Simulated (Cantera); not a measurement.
A Cantera script and its output.

```python
import numpy as np
import cantera as ct

gas = ct.Solution("gri30.yaml")


def delay(T, t_max=10):
    gas.TPX = T, 98000, {'CO': 1, 'H2': 1.3, 'O2': 0.605, 'N2': 2.28}
    reactor = ct.IdealGasConstPressureReactor(gas, clone=False)
    net = ct.ReactorNet([reactor])
    net.rtol, net.atol = 1e-8, 1e-16
    while net.time < t_max:
        t_old, T_old = net.time, reactor.T
        net.step()
        if reactor.T > T + 400:  # ignition: a rise of 400 K
            return t_old + (T + 400 - T_old) / (reactor.T - T_old) * (net.time - t_old)
    return np.nan


taus = []
for T in [898, 998, 1098, 1198, 1298, 1398]:
    taus.append(delay(T))
    print(f"T0 = {T:6g} K   tau = {taus[-1]:.4e} s")
```

Output:

```
T0 =    898 K   tau = 3.2078e-02 s
T0 =    998 K   tau = 3.6769e-04 s
T0 =   1098 K   tau = 1.1159e-04 s
T0 =   1198 K   tau = 5.9429e-05 s
T0 =   1298 K   tau = 3.8635e-05 s
T0 =   1398 K   tau = 2.8671e-05 s
```

Cantera simulation using GRI-Mech 3.0 (53 species, 325 reactions); the numbers are that mechanism's predictions, not measurements. Below about 950 K walls govern HO2 and H2O2 in real vessels.
